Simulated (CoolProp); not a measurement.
A single-stage vapour-compression cycle with fluoroethane (R161): evaporating at 195.15 K (dew point), condensing at 242.15 K (bubble point), superheat 8 K, subcooling 8 K, compressor efficiency 0.85, no pressure losses. Each further row changes one setting.

Values from CoolProp's reference Helmholtz-energy equation of state, Wu 2012.

```
case                              cooling COP  pressure ratio  discharge temperature (K)  refrigerating effect (kJ/kg)  volumetric capacity (kJ/m³)
--------------------------------  -----------  --------------  -------------------------  ----------------------------  ---------------------------
as stated                                 [?]            13.5                      321.8                           398                          114
evaporating temperature 200.15 K         3.53             [?]                        [?]                           [?]                          [?]
condensing temperature 237.15 K           [?]             [?]                      311.2                           408                          117
subcooling 13 K                          3.07            13.5                      321.8                           408                          117
superheat 18 K                            [?]            13.5                      333.6                           408                          112
compressor efficiency 0.75               2.65            13.5                      334.9                           398                          114
```

### Question
Complete the blanks.

### Answer

- as stated, cooling COP: 3.00
- evaporating temperature 200.15 K, pressure ratio: 9.57
- evaporating temperature 200.15 K, discharge temperature (K): 311.4
- evaporating temperature 200.15 K, refrigerating effect (kJ/kg): 403
- evaporating temperature 200.15 K, volumetric capacity (kJ/m³): 160
- condensing temperature 237.15 K, cooling COP: 3.42
- condensing temperature 237.15 K, pressure ratio: 10.8
- superheat 18 K, cooling COP: 2.94
